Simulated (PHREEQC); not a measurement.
0.11 g of hydrous ferric oxide (600 m²/g; 0.2 weak and 0.005 strong sites per Fe, Dzombak-Morel constants, diffuse double layer) in 1 kg of water with 0.005 mol/kgw of an inert sodium salt and 5.7e-05 mol/kgw SrCl2, at 25 °C; the pH is set by adding NaOH or the inert anion's acid. Oxygen is held at 0.21 atm. The system is closed to CO2. No solid was allowed to form.

The numbers come from PHREEQC with the ion-association model, wateq4f.dat.

| pH | Sr sorbed (%) | surface charge σ (C/m²) | surface potential ψ (mV) |
|---|---|---|---|
| 4 | 0.0 | 0.184 | 193 |
| 4.38 | 0.0 | 0.144 | … |
| 4.75 | 0.0 | 0.111 | 168 |
| 5.12 | 0.0 | … | 153 |
| 5.5 | 0.0 | 0.060 | 137 |
| 5.88 | 0.0 | 0.043 | 119 |
| 6.25 | 0.0 | 0.030 | 101 |
| 6.62 | 0.1 | 0.020 | 82 |
| 7 | 0.3 | 0.013 | 62 |
| 7.38 | 1.3 | … | 42 |
| 7.75 | 4.0 | 0.004 | 22 |
| 8.12 | … | 0.001 | … |
| 8.5 | 11.9 | -0.003 | -17 |
| 8.88 | 19.4 | … | -36 |
| 9.25 | 37.8 | -0.010 | -51 |
| 9.62 | 63.8 | -0.013 | -64 |
| 10 | 85.5 | -0.018 | -78 |

### Question
Complete the blanks.

### Answer

- 4.38, surface potential ψ (mV): 181
- 5.12, surface charge σ (C/m²): 0.083
- 7.38, surface charge σ (C/m²): 0.008
- 8.12, Sr sorbed (%): 8.0
- 8.12, surface potential ψ (mV): 3
- 8.88, surface charge σ (C/m²): -0.006
